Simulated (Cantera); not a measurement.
Charge: 1 mol Si2Cl6, 91 mol N2, 0.74 mol NH3, equilibrated at 36.0 Pa.

Equilibrium computed with Cantera from the NASA thermochemical tables; the gas is ideal and each condensed phase is pure. Candidate condensed phases: NH4Cl, Si, Si3N4; 28 gas species. The feed counts by its element totals alone. The tables' values for SiCl3, SiCl are old estimates; treat these amounts as uncertain. Equilibrium is a limit: real reactors are often held back by kinetics, nucleation or transport.

x: gas mole fraction; n: condensed amount in mol.

| T (K) | x N2 | x HCl | x SiCl2 | x SiCl3 | x H2 | x SiCl4 | x Cl | n Si3N4(s) |
|---|---|---|---|---|---|---|---|---|
| 1298 | 0.959 | 0.0213 | 0.0144 | 0.00204 | 0.00103 | 0.00173 | 3.16e-5 | 0.0916 |
| 1323 | 0.959 | 0.0207 | 0.0169 | 0.00166 | 0.00132 | 0.000897 | 3.99e-5 | 0.0503 |
| 1348 | 0.958 | 0.0199 | 0.0187 | 0.00127 | 0.00170 | 0.000434 | 4.89e-5 | 0.0172 |
| 1373 | 0.958 | 0.0194 | 0.0197 | 0.00101 | 0.00192 | [?] | [?] | 0 |
| 1398 | 0.957 | 0.0196 | 0.0199 | 0.000882 | 0.00180 | 0.000167 | 9.51e-5 | 0 |
| 1423 | 0.957 | 0.0198 | 0.0201 | 0.000767 | 0.00171 | 0.000116 | 0.000137 | 0 |
| 1448 | 0.957 | 0.0199 | 0.0202 | 0.000663 | 0.00165 | [?] | [?] | 0 |
| 1473 | 0.957 | 0.0200 | 0.0203 | 0.000571 | 0.00161 | 5.49e-5 | 0.000269 | 0 |
| 1498 | 0.957 | 0.0200 | 0.0204 | 0.000490 | 0.00160 | 3.75e-5 | 0.000366 | 0 |
| 1523 | 0.957 | 0.0200 | 0.0205 | 0.000418 | 0.00160 | 2.55e-5 | 0.000488 | 0 |
| 1548 | 0.957 | 0.0199 | 0.0206 | 0.000356 | 0.00163 | 1.73e-5 | 0.000640 | 0 |
| 1573 | 0.957 | 0.0198 | 0.0206 | 0.000302 | 0.00167 | 1.16e-5 | 0.000825 | 0 |
| 1598 | 0.957 | 0.0197 | 0.0206 | 0.000255 | 0.00173 | 7.80e-6 | 0.00105 | 0 |

Question: What belongs in the gaps?

Answer: 
- 1373, x SiCl4: 0.000239
- 1373, x Cl: 6.43e-5
- 1448, x SiCl4: 8.00e-5
- 1448, x Cl: 0.000194
